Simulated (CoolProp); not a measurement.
A closed Brayton cycle with carbon dioxide: compressor inlet 309.15 K and 8.1 MPa, high pressure 27 MPa, turbine inlet 860 K, compressor efficiency 0.89, turbine efficiency 0.85, recuperator effectiveness 0.9 (on enthalpy, no pinch check). Each further row changes one setting.

Computed with CoolProp (reference Helmholtz-energy equation of state, Span 1996).

```json
[
 {"case": "as stated", "thermal efficiency (%)": "36.2", "net work (kJ/kg)": "113", "compressor to turbine work": "0.26", "compressor exit (K)": "374.5", "turbine exit (K)": "721.4"},
 {"case": "turbine inlet 810 K", "thermal efficiency (%)": "34.6", "net work (kJ/kg)": "[?]", "compressor to turbine work": "[?]", "compressor exit (K)": "374.5", "turbine exit (K)": "676.2"},
 {"case": "compressor inlet 319.15 K", "thermal efficiency (%)": "34.4", "net work (kJ/kg)": "96.0", "compressor to turbine work": "0.37", "compressor exit (K)": "[?]", "turbine exit (K)": "721.4"},
 {"case": "high pressure 22.9 MPa", "thermal efficiency (%)": "34.7", "net work (kJ/kg)": "102", "compressor to turbine work": "[?]", "compressor exit (K)": "365.2", "turbine exit (K)": "739.8"},
 {"case": "recuperator effectiveness 0.5", "thermal efficiency (%)": "23.9", "net work (kJ/kg)": "113", "compressor to turbine work": "0.26", "compressor exit (K)": "374.5", "turbine exit (K)": "721.4"}
]
```

Question: Complete the blanks.

Answer: 
- turbine inlet 810 K, net work (kJ/kg): 103
- turbine inlet 810 K, compressor to turbine work: 0.28
- compressor inlet 319.15 K, compressor exit (K): 414.2
- high pressure 22.9 MPa, compressor to turbine work: 0.24
